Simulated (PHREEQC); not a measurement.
0.018 g of hydrous ferric oxide (600 m²/g; 0.2 weak and 0.005 strong sites per Fe, Dzombak-Morel constants, diffuse double layer) in 1 kg of water with 0.001 mol/kgw of an inert sodium salt and 8.6e-05 mol Ag2SO4, at 25 °C; the pH is set by adding NaOH or the inert anion's acid. Oxygen is held at 0.21 atm. CO2 from the air is kept out. Nothing may precipitate in this run.

Base run: PHREEQC, ion-association model, wateq4f.dat. Each further column changes one thing. The table gives Ag sorbed (%).

```csv
pH,base,no electrostatic term (-no_edl),background salt from 0.001 to 0.0001 mol/kgw,oxide from 0.018 to 0.09 g/kgw,1.5e-05 mol/kgw NiCl2 added
4,0.0,0.0,0.0,0.0,0.0
5.33,0.1,0.0,0.1,0.6,0.1
6,0.4,0.1,0.4,1.9,___
7.33,0.9,0.8,0.9,4.4,0.6
8.67,5.7,5.0,5.8,24.5,2.7
10,19.9,9.2,20.1,74.6,7.9
10.67,22.3,9.4,22.5,88.8,___
12,21.3,___,21.3,90.6,21.0
```

**Question.** Fill in the missing entries.

**Answer.** 
- 6, 1.5e-05 mol/kgw NiCl2 added: 0.3
- 10.67, 1.5e-05 mol/kgw NiCl2 added: 13.3
- 12, no electrostatic term (-no_edl): 4.8

In at least one series the solution becomes supersaturated in solids that the run did not let form, among them Ag2O.
